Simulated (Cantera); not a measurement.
Mixture: H₂ : O₂ : N₂ = 1 : 1.06 : 4.04 (molar parts), equivalence ratio 0.47, at 29.6 atm, adiabatic and at constant volume. Ignition delay is the time to a rise of 400 K.

Model: GRI-Mech 3.0 (53 species, 325 reactions), integrated in Cantera. The hydrogen kinetics of GRI-Mech 3.0 are dated; newer H2 mechanisms differ, most at raised pressure. The pressure lies above the range GRI-Mech 3.0 was tuned for (to about 10 atm). Below about 950 K walls govern HO2 and H2O2 in real vessels.

Problem. What does this change do: pressure from 29.6 atm to 13.8 atm?

Solution. 
| quantity | before | after |
|---|---|---|
| delay at 875 K | 0.160 s | 0.257 s |
| delay at 925 K | 40.7 ms | 64.3 ms |
| delay at 975 K | 12.0 ms | 18.4 ms |
| delay at 1025 K | 3.99 ms | 5.79 ms |
| delay at 1075 K | 1.45 ms | 1.95 ms |
| delay at 1125 K | 0.567 ms | 0.674 ms |
| apparent activation energy between 1025 and 1125 K | 190 kJ/mol | 210 kJ/mol |

Problem. What does this change do: constant pressure in place of constant volume?

Solution. 
| quantity | before | after |
|---|---|---|
| delay at 875 K | 0.160 s | 0.178 s |
| delay at 925 K | 40.7 ms | 44.9 ms |
| delay at 975 K | 12.0 ms | 13.2 ms |
| delay at 1025 K | 3.99 ms | 4.36 ms |
| delay at 1075 K | 1.45 ms | 1.58 ms |
| delay at 1125 K | 0.567 ms | 0.611 ms |
| apparent activation energy between 1025 and 1125 K | 190 kJ/mol | 190 kJ/mol |
